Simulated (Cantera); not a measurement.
## Equilibrium for titanium nitride, carbide and oxide coatings: Ti + H2 + H2O

A closed system holds: 1 mol Ti, a varied amount of H2, 4.9 mol H2O, equilibrated at 1750 °C and 0.100 bar.

These are equilibrium values from Cantera (NASA tables, ideal gas, pure condensed phases), not measurements of a reactor. Candidate condensed phases: H2O, Ti, TiO, TiO2, Ti2O3, Ti3O5, Ti4O7; 12 gas species. Condensed phases not in the tables: Magnéli phases beyond Ti4O7. Rates play no part.

| n(H2) (mol) | x H2 | x H2O | x H | x OH | x TiO2 | x O | x TiO | n Ti4O7(l) | n Ti3O5(s) |
|---|---|---|---|---|---|---|---|---|---|
| 8.8 | 0.765 | 0.229 | 0.00526 | 0.000164 | 2.89e-6 | 8.19e-7 | 1.41e-7 | 0.250 | 0 |
| 12 | 0.809 | 0.186 | 0.00541 | 0.000129 | 2.70e-6 | 6.28e-7 | 1.71e-7 | 0.250 | 0 |
| 15 | 0.837 | 0.158 | 0.00550 | 0.000108 | 2.57e-6 | 5.16e-7 | 1.99e-7 | 0.250 | 0 |
| 20 | 0.868 | 0.126 | 0.00560 | 8.47e-5 | 2.41e-6 | 3.97e-7 | 2.42e-7 | 0.250 | 0 |
| 26 | 0.893 | 0.102 | 0.00568 | 6.73e-5 | 2.27e-6 | 3.11e-7 | 2.90e-7 | 0.250 | 0 |
| 35 | 0.916 | 0.0787 | 0.00575 | 5.15e-5 | 2.11e-6 | 2.35e-7 | 3.58e-7 | 0.250 | 0 |
| 46 | 0.932 | 0.0617 | 0.00581 | 4.00e-5 | 1.98e-6 | 1.81e-7 | 4.36e-7 | 0.250 | 0 |
| 60 | 0.946 | 0.0484 | 0.00585 | 3.11e-5 | 1.86e-6 | 1.40e-7 | 5.29e-7 | 0.250 | 0 |
| 79 | 0.957 | 0.0374 | 0.00588 | 2.40e-5 | 1.74e-6 | 1.07e-7 | 6.47e-7 | 0.250 | 0 |
| 100 | 0.963 | 0.0307 | 0.00590 | 1.96e-5 | 1.64e-6 | 8.72e-8 | 7.49e-7 | 0 | 0.333 |
x: gas mole fraction; n: condensed amount in mol.

From 8.8 mol H2 to 79 mol H2 the condensed part is Ti4O7(l). At 100 mol H2 the condensed part is Ti3O5(s). The main Ti-bearing gas is TiO2 throughout.
